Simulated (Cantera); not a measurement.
Cantera run, input and output.

```python
import numpy as np
import cantera as ct

gas = ct.Solution("gri30.yaml")
gas.TPX = 748, 180000, {'CH4': 1, 'CO': 0.14, 'O2': 1.88, 'N2': 7.08}
inlet = ct.Reservoir(gas, clone=True)
gas.equilibrate("HP")  # start burning
reactor = ct.IdealGasConstPressureReactor(gas, energy="on", clone=False)
exhaust = ct.Reservoir(gas, clone=True)
tau = [0.12, 0.048, 0.019, 0.0078, 0.0032, 0.0013, 0.00051, 0.00021, 8.3e-05, 3.3e-05, 1.3e-05, 5.4e-06][0]
for a, b in ((inlet, reactor), (reactor, exhaust)):
    ct.MassFlowController(a, b, mdot=lambda t: reactor.mass / tau)
net = ct.ReactorNet([reactor])
show = ['CH4', 'CO', 'O2', 'C2H6', 'H', 'HO2', 'C2H2']

rows = []
print(f"{'tau/s':>10s}{'T/K':>9s}" + "".join(f"{s:>11s}" for s in show))
for tau in [0.12, 0.048, 0.019, 0.0078, 0.0032, 0.0013, 0.00051, 0.00021, 8.3e-05, 3.3e-05, 1.3e-05, 5.4e-06]:
    net.initial_time = 0.0
    net.advance(30 * tau)
    before = gas.X
    net.advance(40 * tau)
    drift = np.max(np.abs(gas.X - before) / (gas.X + 1e-9))
    rows.append([gas.T, *gas[show].X, drift])
    print(f"{tau:10.3e}{gas.T:9.1f}" + "".join(f"{x:11.3e}" for x in gas[show].X))
```

Result:

```
     tau/s      T/K        CH4         CO         O2       C2H6          H        HO2       C2H2
 1.200e-01   2470.0  9.267e-07  3.425e-02  2.989e-03  1.235e-13  1.957e-03  8.545e-07  9.868e-11
 4.800e-02   2467.0  2.215e-06  3.443e-02  3.192e-03  7.015e-13  2.040e-03  9.115e-07  4.536e-10
 1.900e-02   2459.7  5.116e-06  3.486e-02  3.627e-03  3.702e-12  2.227e-03  1.035e-06  2.008e-09
 7.800e-03   2444.7  1.080e-05  3.575e-02  4.414e-03  1.621e-11  2.593e-03  1.262e-06  7.129e-09
 3.200e-03   2417.5  2.158e-05  3.732e-02  5.718e-03  6.304e-11  3.270e-03  1.658e-06  2.072e-08
 1.300e-03   2374.4  4.211e-05  3.968e-02  7.660e-03  2.306e-10  4.427e-03  2.320e-06  5.202e-08
 5.100e-04   2313.4  8.511e-05  4.280e-02  1.032e-02  8.956e-10  6.258e-03  3.446e-06  1.296e-07
 2.100e-04   2244.1  1.745e-04  4.622e-02  1.342e-02  3.619e-09  8.492e-03  5.172e-06  3.398e-07
 8.300e-05   2164.8  4.082e-04  5.070e-02  1.765e-02  1.996e-08  1.073e-02  8.301e-06  1.184e-06
 3.300e-05   2073.6  1.174e-03  5.836e-02  2.525e-02  1.983e-07  1.117e-02  1.631e-05  6.615e-06
 1.300e-05    748.0  9.901e-02  1.386e-02  1.861e-01 -8.697e-18  4.551e-17  1.942e-14 -7.784e-19
 5.400e-06    748.0  9.901e-02  1.386e-02  1.861e-01 -6.408e-22  2.766e-17  7.962e-15 -5.743e-23
```

Detailed kinetics in Cantera: GRI-Mech 3.0 (53 species, 325 reactions).
